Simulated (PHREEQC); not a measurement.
0.047 g of hydrous ferric oxide (600 m²/g; 0.2 weak and 0.005 strong sites per Fe, Dzombak-Morel constants, diffuse double layer) in 1 kg of water with 0.005 mol/kgw of an inert sodium salt and 0.0037 mmol/kgw ZnCl2, 0.0068 mmol/kgw SrCl2 and 0.00039 mmol/kgw BaCl2, at 25 °C; the pH is set by adding NaOH or the inert anion's acid. Oxygen is held at 0.21 atm. The system is closed to CO2. Precipitation was switched off in this run.

All values are PHREEQC results (ion-association model, wateq4f.dat), not measurements.

Problem. Predict Zn sorbed (%) at pH = 4, 8, 9.33.

Solution. 
```json
[
 {"pH": "4", "Zn sorbed (%)": "0.0"},
 {"pH": "8", "Zn sorbed (%)": "99.0"},
 {"pH": "9.33", "Zn sorbed (%)": "99.8"}
]
```
